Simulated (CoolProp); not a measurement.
CH2F2 (R32) along the isobar 4.31 MPa: fugacity coefficient from the reference equation and from simpler models built on Tc = 78.1 °C, pc = 5.783 MPa, ω = 0.277; each cubic takes its own stable root.

Values from CoolProp's reference Helmholtz-energy equation of state, Tillner-Roth 1997.

| T (°C) | phase | reference | Redlich-Kwong | Soave-Redlich-Kwong | Peng-Robinson |
|---|---|---|---|---|---|
| 14.65 | liquid | 0.2599 | 0.3491 | 0.2799 | 0.2715 |
| 25.95 | liquid | 0.3387 | 0.4316 | 0.3651 | 0.3537 |
| 37.25 | liquid | 0.4291 | 0.5203 | 0.4617 | 0.4471 |
| 48.55 | liquid | 0.5297 | 0.6129 | 0.5671 | 0.5493 |
| 59.95 | liquid | 0.6389 | 0.7063 | 0.6779 | 0.6571 |
| 71.25 | gas | 0.7057 | 0.7387 | 0.7358 | 0.7157 |
| 82.55 | gas | 0.7393 | 0.7634 | 0.7651 | 0.7449 |
| 93.85 | gas | 0.7673 | 0.7848 | 0.7902 | 0.7700 |
| 105.25 | gas | 0.7915 | 0.8038 | 0.8123 | 0.7922 |
| 116.55 | gas | 0.8124 | 0.8205 | 0.8316 | 0.8118 |
| 127.85 | gas | 0.8307 | 0.8353 | 0.8488 | 0.8292 |
| 139.15 | gas | 0.8469 | 0.8487 | 0.8642 | 0.8448 |
| 150.55 | gas | 0.8614 | 0.8608 | 0.8780 | 0.8590 |
| 161.85 | gas | 0.8742 | 0.8716 | 0.8904 | 0.8717 |
